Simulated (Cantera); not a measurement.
A closed system holds: 1 mol SiH₄, 0.67 mol O₃, at 425 °C and 0.133 bar.

Equilibrium computed with Cantera from the NASA thermochemical tables; the gas is ideal and each condensed phase is pure. Candidate condensed phases: H₂O, Si, SiO₂; 18 gas species. Kinetics and transport are ignored.

Base state: H₂ 0.995, H₂O 0.00500 (mole fractions); condensed: SiO₂(α-quartz).

Q: What changes in the equilibrium state with this change: SiH₄ replaced by Si₂H₆?

A: 
| species | before | after |
|---|---|---|
| H₂ | 0.995 | 1.00 |
| H₂O | 0.00500 | <1e-9 |
| SiO₂(α-quartz), mol | 1.00 | 1.00 |
| Si(s), mol | 0 | 0.995 |
The feed counts by its element totals alone.
